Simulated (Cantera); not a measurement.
What does this Cantera script print?

```python
import numpy as np
import cantera as ct

gas_names = """
    Br Br2 O O2 O3 Si SiBr SiBr2 SiBr3 SiBr4 SiO SiO2 Si2 Si3
""".split()
cond_names = """
    Br2(cr) Br2(L) Si(cr) Si(L) SiO2(Lqz) SiO2(hqz) SiO2(L)
""".split()


# ... load() reads the species with a 1 bar reference pressure and builds the phases ...
atoms = {
    'Si': {'Si': 1},
    'Br2': {'Br': 2},
    'O2': {'O': 2},
}
top_T = {}  # K; cautious upper limits of use, not melting points


# ... equilibrate(T, P, feed) seeds the gas with the atoms and calls Mixture.equilibrate('TP', solver="vcs", rtol=1e-11, max_steps=5000) ...
results = []
feed = {'Si': 1, 'Br2': 5.1, 'O2': 0.019}  # mol
P = 3200  # Pa
for T in [575, 625, 675, 725, 775, 825, 875, 925, 975, 1025, 1075, 1125, 1175]:
    mix = equilibrate(T, P, feed)
    results.append((T, P, feed, dict(zip(mix.species_names, mix.species_moles))))
    x = sorted(zip(gas.X, gas.species_names), reverse=True)
    print(f"T = {T:g} K  P = {P:g} Pa  gas = {mix.phase_moles(0):.4g} mol")
    print("   x: " + "  ".join(f"{s} {v:.3e}" for v, s in x if v > 0.001))
    print("   condensed (mol): " + ("  ".join(f"{mix.phase(i).name} {mix.phase_moles(i):.4g}"
          for i in range(1, mix.n_phases) if mix.phase_moles(i) > 1e-12) or "none"))
```

Result:

```
T = 575 K  P = 3200 Pa  gas = 4.119 mol
   x: Br2 7.618e-01  SiBr4 2.382e-01
   condensed (mol): SiO2(Lqz) 0.019
T = 625 K  P = 3200 Pa  gas = 4.119 mol
   x: Br2 7.618e-01  SiBr4 2.382e-01
   condensed (mol): SiO2(Lqz) 0.019
T = 675 K  P = 3200 Pa  gas = 4.119 mol
   x: Br2 7.617e-01  SiBr4 2.382e-01
   condensed (mol): SiO2(Lqz) 0.019
T = 725 K  P = 3200 Pa  gas = 4.12 mol
   x: Br2 7.615e-01  SiBr4 2.381e-01
   condensed (mol): SiO2(Lqz) 0.019
T = 775 K  P = 3200 Pa  gas = 4.121 mol
   x: Br2 7.610e-01  SiBr4 2.381e-01
   condensed (mol): SiO2(Lqz) 0.019
T = 825 K  P = 3200 Pa  gas = 4.124 mol
   x: Br2 7.598e-01  SiBr4 2.379e-01  Br 2.304e-03
   condensed (mol): SiO2(Lqz) 0.019
T = 875 K  P = 3200 Pa  gas = 4.13 mol
   x: Br2 7.573e-01  SiBr4 2.375e-01  Br 5.190e-03
   condensed (mol): SiO2(hqz) 0.019
T = 925 K  P = 3200 Pa  gas = 4.141 mol
   x: Br2 7.524e-01  SiBr4 2.369e-01  Br 1.070e-02
   condensed (mol): SiO2(hqz) 0.019
T = 975 K  P = 3200 Pa  gas = 4.162 mol
   x: Br2 7.438e-01  SiBr4 2.357e-01  Br 2.043e-02
   condensed (mol): SiO2(hqz) 0.019
T = 1025 K  P = 3200 Pa  gas = 4.196 mol
   x: Br2 7.297e-01  SiBr4 2.338e-01  Br 3.650e-02
   condensed (mol): SiO2(hqz) 0.019
T = 1075 K  P = 3200 Pa  gas = 4.25 mol
   x: Br2 7.077e-01  SiBr4 2.308e-01  Br 6.142e-02
   condensed (mol): SiO2(hqz) 0.019
T = 1125 K  P = 3200 Pa  gas = 4.331 mol
   x: Br2 6.756e-01  SiBr4 2.265e-01  Br 9.784e-02
   condensed (mol): SiO2(hqz) 0.019
T = 1175 K  P = 3200 Pa  gas = 4.448 mol
   x: Br2 6.315e-01  SiBr4 2.205e-01  Br 1.480e-01
   condensed (mol): SiO2(hqz) 0.019
```

These are equilibrium values from Cantera (NASA tables, ideal gas, pure condensed phases), not measurements of a reactor. The tables hold silica as quartz up to 1696 K and as liquid above; real silica turns to tridymite and cristobalite and melts near 1996 K.
